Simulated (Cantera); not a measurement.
A Cantera script and what it prints.

```python
import numpy as np
import cantera as ct

gas_names = """
    C CH CH2 CH3 CH2OH CH3O CH4 CH3OH CO CO2 COOH C2 C2H CHCO,ketyl C2H2,acetylene C2H2,vinylidene
    CH2CO,ketene C2H3,vinyl CH3CO,acetyl C2H4 C2H4O,ethylen CH3CHO,ethanal CH3COOH (HCOOH)2 C2H5 C2H6
    CH3OCH3 C2H5OH C2O C3 C3H3,propargyl C3H4,allene C3H4,propyne C3H4,cyclo- C3H5,allyl C3H6,propylene
    C3H6,cyclo- C3H6O C3H7,n-propyl C3H7,i-propyl C3H8 C3H8O,1propanol C3H8O,2propanol C3O2 C4 C4H2
    C4H4,1,3-cyclo- C4H6,butadiene C4H6,2-butyne C4H6,cyclo- C4H8,1-butene C4H8,cis2-buten
    C4H8,tr2-butene C4H8,isobutene C4H8,cyclo- (CH3COOH)2 C4H9,n-butyl C4H9,i-butyl C4H9,s-butyl
    C4H9,t-butyl C4H10,isobutane C4H10,n-butane C5 C5H6,1,3cyclo- C5H8,cyclo- C5H10,1-pentene
    C5H10,cyclo- C5H11,pentyl C5H11,t-pentyl C5H12,n-pentane C5H12,i-pentane CH3C(CH3)2CH3 C6H2
    C6H5,phenyl C6H5O,phenoxy C6H6 C6H5OH,phenol C6H10,cyclo- C6H12,1-hexene C6H12,cyclo- C6H13,n-hexyl
    C7H7,benzyl C7H8 C7H8O,cresol C7H14,1-heptene C7H15,n-heptyl C7H16,n-heptane C8H8,styrene
    C8H10,ethylbenz C8H16,1-octene C8H17,n-octyl C8H18,isooctane C8H18,n-octane C9H19,n-nonyl
    C10H8,naphthale C10H21,n-decyl C12H9,o-bipheny C12H10,bipheny H HCO HO2 H2 HCHO,formaldehy HCOOH H2O
    H2O2 Mg MgH MgO MgOH MgO2H2 Mg2 O OH O2 O3
""".split()
cond_names = """
    C(gr) C6H6(L) C7H8(L) C8H18(L),n-octa H2O(s) H2O(L) Mg(cr) Mg(L) MgCO3(s) MgO(s) MgO(L) MgO2H2(s)
""".split()


def load(file, names, dense=False):
    # The tables refer to 1 bar. Condensed volumes are neglected.
    table = {s.name: s for s in ct.Species.list_from_file(file)}
    out = []
    for n in names:
        d = dict(table[n].input_data)
        d["thermo"] = dict(d["thermo"], **{"reference-pressure": 1e5})
        if dense:
            d["equation-of-state"] = {"model": "constant-volume", "density": "1e6 g/cm^3"}
        out.append(ct.Species.from_dict(d))
    return out


gas = ct.Solution(thermo="ideal-gas", species=load("nasa_gas.yaml", gas_names))
cond = {s.name: ct.Solution(thermo="fixed-stoichiometry", species=[s], name=s.name)
        for s in load("nasa_condensed.yaml", cond_names, dense=True)}
atoms = {
    'MgCO3': {'Mg': 1, 'C': 1, 'O': 3},
    'H2O': {'H': 2, 'O': 1},
    'H2': {'H': 2},
}
top_T = {'C(gr)': 4500}  # K; cautious upper limits of use, not melting points


def equilibrate(T, P, feed):
    n = {}
    for name, mol in feed.items():
        for a, k in atoms[name].items():
            n[a] = n.get(a, 0.0) + k * mol
    gas.TPX = T, P, n
    mass = sum(n.values()) * gas.mean_molecular_weight
    gas.equilibrate("TP")
    valid = [c for c in cond.values() if c.min_temp <= T <= top_T.get(c.name, c.max_temp)]
    mix = ct.Mixture([(gas, mass / gas.mean_molecular_weight)] + [(c, 0.0) for c in valid])
    mix.T, mix.P = T, P
    mix.equilibrate("TP", solver="vcs", rtol=1e-11, max_steps=5000)
    return mix


results = []
feed = {'MgCO3': 1, 'H2O': 7.1, 'H2': 0.015}  # mol
P = 100000  # Pa
for T in [1525, 1600, 1675, 1750, 1825, 1900, 1975]:
    mix = equilibrate(T, P, feed)
    results.append((T, P, feed, dict(zip(mix.species_names, mix.species_moles))))

top = {s: max(r[3][s] / sum(r[3][g] for g in gas_names) for r in results) for s in gas_names}
cols = sorted((s for s in top if top[s] > 0.001), key=lambda s: -top[s])[:5]
seen = [c for c in cond_names if any(r[3].get(c, 0) > 1e-12 for r in results)]
print("log10 of partial pressures in bar; condensed amounts in mol")
print(f"{'T/K':>10s}" + "".join(f"{s[:9]:>10s}" for s in cols + seen))
for T, P, feed, n in results:
    ng = sum(n[g] for g in gas_names)
    print(f"{T:10.4g}" + "".join(f"{np.log10(max(n[s] / ng * P / 1e5, 1e-99)):10.3f}" for s in cols)
          + "".join(f"{n.get(c, 0):10.4g}" for c in seen))
```

It prints:

```
log10 of partial pressures in bar; condensed amounts in mol
       T/K       H2O       CO2        H2        CO        O2    MgO(s)
      1525    -0.058    -0.911    -2.869    -3.292    -5.538         1
      1600    -0.058    -0.911    -2.872    -3.247    -4.729         1
      1675    -0.058    -0.912    -2.845    -3.179    -4.049         1
      1750    -0.058    -0.913    -2.768    -3.063    -3.535         1
      1825    -0.059    -0.914    -2.646    -2.908    -3.164    0.9999
      1900    -0.060    -0.917    -2.504    -2.737    -2.882    0.9999
      1975    -0.061    -0.920    -2.357    -2.564    -2.653    0.9998
```

Equilibrium computed with Cantera from the NASA thermochemical tables; the gas is ideal and each condensed phase is pure.
